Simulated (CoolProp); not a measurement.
Properties of methanol along the isotherm 346.85 °C (Tc = 240.2 °C, pc = 8.216 MPa, ω = 0.565).

Computed with CoolProp (reference Helmholtz-energy equation of state, de Reuck 1993).

```tsv
p (MPa)	phase	density (kg/m³)	cp (kJ/(kg K))	cv (kJ/(kg K))	expansivity (1/kK)	conductivity (mW/(m K))
9.13	supercritical	70.44	3.271	2.607	3.198	74.6
18.3	supercritical	180.8	5.384	3.175	7.328	109
27.4	supercritical	317.3	5.836	3.272	7.054	145
36.5	supercritical	401.7	5.326	3.288	4.824	161
45.6	supercritical	454.6	4.999	3.300	3.630	169
54.8	supercritical	492.6	4.787	3.306	2.917	173
63.9	supercritical	521.3	4.642	3.306	2.458	177
73	supercritical	544.4	4.538	3.302	2.142	180
82.2	supercritical	563.8	4.460	3.296	1.910	183
```

The peak of cp marks the crossing from liquid-like to gas-like fluid above the critical point.

Thermal conductivity comes from a separate model (Sykioti 2013).
